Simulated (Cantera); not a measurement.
Input (Python, Cantera):

```python
import numpy as np
import cantera as ct

gas = ct.Solution("gri30.yaml")
gas.TPX = 1323, 37000, {'N2O': 1}
reactor = ct.IdealGasConstPressureReactor(gas, energy="off", clone=False)
net = ct.ReactorNet([reactor])
net.rtol, net.atol = 1e-08, 1e-18
show = ['N2O', 'NO2', 'NO', 'O2', 'O', 'N2']
times = np.geomspace(5e-05, 2, 12)

steps = ct.SolutionArray(gas, extra=["t"])
rows = []
print(f"{'t/s':>10s}{'T/K':>9s}{'P/Pa':>11s}" + "".join(f"{s:>11s}" for s in show))
for t in times:
    while net.time < t:
        t_next = net.step()
        steps.append(gas.state, t=t_next)
    rows.append([np.interp(t, steps.t, y) for y in (steps.T, steps.P, *steps(*show).X.T)])
    print(f"{t:10.3e}{rows[-1][0]:9.1f}{rows[-1][1]:11.4g}" + "".join(f"{x:11.3e}" for x in rows[-1][2:]))
rate = np.gradient(steps.T, steps.t)
print("integrator steps:", len(steps.t))
if steps.T.max() > steps.T[0] + 200:
    print(f"time of steepest temperature rise: {steps.t[rate.argmax()]:.4e} s")
gas.TPX = 1323, 37000, {'N2O': 1}
gas.equilibrate("TP")
print(f"equilibrium (TP): T = {gas.T:.1f} K  " + "  ".join(f"{s} {gas[s].X[0]:.3e}" for s in show))
```

Result:

```
       t/s      T/K       P/Pa        N2O        NO2         NO         O2          O         N2
 5.000e-05   1323.0    3.7e+04  9.999e-01  1.082e-10  1.154e-05  3.044e-05  9.962e-06  7.661e-05
 1.310e-04   1323.0    3.7e+04  9.996e-01  1.011e-09  3.535e-05  9.323e-05  1.006e-05  2.142e-04
 3.433e-04   1323.0    3.7e+04  9.991e-01  7.672e-09  9.778e-05  2.579e-04  1.006e-05  5.748e-04
 8.997e-04   1323.0    3.7e+04  9.975e-01  5.328e-08  2.611e-04  6.887e-04  1.006e-05  1.518e-03
 2.357e-03   1323.0    3.7e+04  9.935e-01  3.461e-07  6.873e-04  1.813e-03  1.006e-05  3.981e-03
 6.178e-03   1323.0    3.7e+04  9.831e-01  2.006e-06  1.792e-03  4.731e-03  1.005e-05  1.037e-02
 1.619e-02   1323.0    3.7e+04  9.565e-01  9.348e-06  4.606e-03  1.218e-02  1.002e-05  2.669e-02
 4.242e-02   1323.0    3.7e+04  8.914e-01  3.181e-05  1.148e-02  3.044e-02  9.943e-06  6.667e-02
 1.112e-01   1323.0    3.7e+04  7.470e-01  8.305e-05  2.658e-02  7.096e-02  9.720e-06  1.553e-01
 2.913e-01   1323.0    3.7e+04  4.911e-01  1.738e-04  5.274e-02  1.431e-01  9.076e-06  3.129e-01
 7.632e-01   1323.0    3.7e+04  1.971e-01  2.748e-04  8.027e-02  2.273e-01  7.116e-06  4.951e-01
 2.000e+00   1323.0    3.7e+04  3.408e-02  3.374e-04  9.060e-02  2.764e-01  2.774e-06  5.986e-01
integrator steps: 823
equilibrium (TP): T = 1323.0 K  N2O 1.959e-08  NO2 4.032e-06  NO 5.339e-04  O2 3.331e-01  O 2.540e-07  N2 6.664e-01
```

Model: GRI-Mech 3.0 (53 species, 325 reactions), integrated in Cantera. GRI-Mech 3.0 was tuned for natural gas; its chemistry of N2O as a main component is partial and can be far from experiment. The mechanism lacks the step 2 NO + O2 → 2 NO2, which can matter for NO2 below about 1400 K. The temperature is held fixed by assumption; the heat of reaction is taken as removed at once.
